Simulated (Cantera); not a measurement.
Cantera run:

```python
import numpy as np
import cantera as ct

gas_names = [...]  # 87 gases of nasa_gas.yaml made of C, H, Si
cond_names = """
    C(gr) C6H6(L) C7H8(L) C8H18(L),n-octa Si(cr) Si(L) SiC(b)
""".split()


# ... load() reads the species with a 1 bar reference pressure and builds the phases ...
atoms = {
    'SiH4': {'Si': 1, 'H': 4},
    'CH4': {'C': 1, 'H': 4},
    'H2': {'H': 2},
}
top_T = {'C(gr)': 4500, 'SiC(b)': 3050}  # K; cautious upper limits of use, not melting points


# ... equilibrate(T, P, feed) seeds the gas with the atoms and calls Mixture.equilibrate('TP', solver="vcs", rtol=1e-11, max_steps=5000) ...
results = []
feed = {'SiH4': 1, 'CH4': 0.17, 'H2': 270}  # mol
P = 11000  # Pa
for T in [1525, 1625, 1725, 1825, 1925, 2025, 2125, 2225, 2325, 2425, 2525]:
    mix = equilibrate(T, P, feed)
    results.append((T, P, feed, dict(zip(mix.species_names, mix.species_moles))))

top = {s: max(r[3][s] / sum(r[3][g] for g in gas_names) for r in results) for s in gas_names}
cols = sorted((s for s in top if top[s] > 1e-05), key=lambda s: -top[s])[:7]
seen = [c for c in cond_names if any(r[3].get(c, 0) > 1e-12 for r in results)]
print("log10 of partial pressures in bar; condensed amounts in mol")
print(f"{'T/K':>10s}" + "".join(f"{s[:9]:>10s}" for s in cols + seen))
for T, P, feed, n in results:
    ng = sum(n[g] for g in gas_names)
    print(f"{T:10.4g}" + "".join(f"{np.log10(max(n[s] / ng * P / 1e5, 1e-99)):10.3f}" for s in cols)
          + "".join(f"{n.get(c, 0):10.4g}" for c in seen))
```

Output:

```
log10 of partial pressures in bar; condensed amounts in mol
       T/K        H2         H        Si       SiH C2H2,acet      SiH2      Si2C    Si(cr)     Si(L)    SiC(b)
      1525    -0.959    -5.105    -7.724    -7.741   -10.068    -6.646   -10.457    0.8299         0    0.1695
      1625    -0.959    -4.631    -6.788    -6.968    -9.291    -6.138    -9.213     0.828         0    0.1695
      1725    -0.959    -4.211    -5.993    -6.318    -8.542    -5.722    -8.149         0     0.822    0.1695
      1825    -0.959    -3.836    -5.342    -5.795    -7.766    -5.408    -7.259         0    0.8054    0.1692
      1925    -0.960    -3.500    -4.759    -5.329    -7.072    -5.127    -6.465         0    0.7559     0.168
      2025    -0.961    -3.196    -4.235    -4.909    -6.448    -4.874    -5.752         0    0.6155     0.163
      2125    -0.964    -2.922    -3.760    -4.531    -5.884    -4.648    -5.108         0    0.2402    0.1426
      2225    -0.969    -2.673    -3.561    -4.420    -4.910    -4.676    -4.756         0         0   0.05666
      2325    -0.975    -2.446    -3.499    -4.441    -4.596    -4.824    -4.962         0         0         0
      2425    -0.984    -2.239    -3.474    -4.493    -4.552    -4.994    -5.335         0         0         0
      2525    -0.997    -2.051    -3.463    -4.556    -4.538    -5.168    -5.715         0         0         0
```

Method: chemical equilibrium by Gibbs-energy minimisation in Cantera with the NASA 1993 tables (ideal gas, pure condensed phases). Mutual solubility and eutectic melting of coexisting phases are not modelled. Gases not in the tables: Si2H6 and higher silanes.
